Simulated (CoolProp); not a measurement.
Properties of R11 along the isotherm 93.65 °C.

Model: reference Helmholtz-energy equation of state, Jacobsen 1992, in CoolProp.

```json
[
 {"p (MPa)": "0.787", "phase": "liquid", "density (kg/m³)": "1295", "cp (kJ/(kg K))": "0.9757", "cv (kJ/(kg K))": "0.6267", "speed of sound (m/s)": "510.2", "viscosity (µPa s)": "232", "conductivity (mW/(m K))": "68.0"},
 {"p (MPa)": "1.57", "phase": "liquid", "density (kg/m³)": "1300", "cp (kJ/(kg K))": "0.9703", "cv (kJ/(kg K))": "0.6260", "speed of sound (m/s)": "518.4", "viscosity (µPa s)": "235", "conductivity (mW/(m K))": "68.5"},
 {"p (MPa)": "2.36", "phase": "liquid", "density (kg/m³)": "1304", "cp (kJ/(kg K))": "0.9652", "cv (kJ/(kg K))": "0.6254", "speed of sound (m/s)": "526.5", "viscosity (µPa s)": "239", "conductivity (mW/(m K))": "69.0"},
 {"p (MPa)": "3.15", "phase": "liquid", "density (kg/m³)": "1309", "cp (kJ/(kg K))": "0.9604", "cv (kJ/(kg K))": "0.6249", "speed of sound (m/s)": "534.2", "viscosity (µPa s)": "242", "conductivity (mW/(m K))": "69.5"},
 {"p (MPa)": "3.94", "phase": "liquid", "density (kg/m³)": "1313", "cp (kJ/(kg K))": "0.9560", "cv (kJ/(kg K))": "0.6245", "speed of sound (m/s)": "541.7", "viscosity (µPa s)": "245", "conductivity (mW/(m K))": "70.0"},
 {"p (MPa)": "4.72", "phase": "liquid", "density (kg/m³)": "1317", "cp (kJ/(kg K))": "0.9519", "cv (kJ/(kg K))": "0.6242", "speed of sound (m/s)": "548.8", "viscosity (µPa s)": "248", "conductivity (mW/(m K))": "70.5"},
 {"p (MPa)": "5.51", "phase": "liquid", "density (kg/m³)": "1321", "cp (kJ/(kg K))": "0.9480", "cv (kJ/(kg K))": "0.6239", "speed of sound (m/s)": "555.8", "viscosity (µPa s)": "252", "conductivity (mW/(m K))": "70.9"},
 {"p (MPa)": "6.3", "phase": "liquid", "density (kg/m³)": "1325", "cp (kJ/(kg K))": "0.9444", "cv (kJ/(kg K))": "0.6236", "speed of sound (m/s)": "562.6", "viscosity (µPa s)": "255", "conductivity (mW/(m K))": "71.4"},
 {"p (MPa)": "7.08", "phase": "liquid", "density (kg/m³)": "1328", "cp (kJ/(kg K))": "0.9410", "cv (kJ/(kg K))": "0.6234", "speed of sound (m/s)": "569.1", "viscosity (µPa s)": "258", "conductivity (mW/(m K))": "71.8"},
 {"p (MPa)": "7.87", "phase": "liquid", "density (kg/m³)": "1332", "cp (kJ/(kg K))": "0.9377", "cv (kJ/(kg K))": "0.6232", "speed of sound (m/s)": "575.5", "viscosity (µPa s)": "261", "conductivity (mW/(m K))": "72.2"},
 {"p (MPa)": "8.66", "phase": "liquid", "density (kg/m³)": "1336", "cp (kJ/(kg K))": "0.9346", "cv (kJ/(kg K))": "0.6231", "speed of sound (m/s)": "581.7", "viscosity (µPa s)": "264", "conductivity (mW/(m K))": "72.7"},
 {"p (MPa)": "9.44", "phase": "liquid", "density (kg/m³)": "1339", "cp (kJ/(kg K))": "0.9317", "cv (kJ/(kg K))": "0.6230", "speed of sound (m/s)": "587.7", "viscosity (µPa s)": "267", "conductivity (mW/(m K))": "73.1"},
 {"p (MPa)": "10.2", "phase": "liquid", "density (kg/m³)": "1342", "cp (kJ/(kg K))": "0.9291", "cv (kJ/(kg K))": "0.6229", "speed of sound (m/s)": "593.4", "viscosity (µPa s)": "270", "conductivity (mW/(m K))": "73.5"},
 {"p (MPa)": "11", "phase": "liquid", "density (kg/m³)": "1346", "cp (kJ/(kg K))": "0.9264", "cv (kJ/(kg K))": "0.6229", "speed of sound (m/s)": "599.3", "viscosity (µPa s)": "273", "conductivity (mW/(m K))": "73.9"}
]
```

Viscosity comes from a separate model (Klein 1997), an estimate that may be off by 10 % or more. Thermal conductivity comes from a separate model (McLinden 2000), an estimate that may be off by 10 % or more.
